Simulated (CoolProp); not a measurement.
Vapour-liquid equilibrium of n-hexane (1) + m-xylene (2) at 78.85 °C; x and y are mole fractions of (1).

The numbers come from the multi-fluid Helmholtz-energy mixture model, Thol 2019 and Zhou 2012; pair parameters Bell 2016 in CoolProp.

Task: Give the bubble pressure and the first vapour's composition at x = 0.15, 0.45, 0.65. Is there an azeotrope?

Result: x = 0.15: 35.94 kPa, y = 0.656; x = 0.45: 80.27 kPa, y = 0.896; x = 0.65: 102.8 kPa, y = 0.942. No azeotrope shows between x = 0.05 and 0.95.

Pair parameters are fitted to limited data, so mixtures are less certain than the pure fluids.
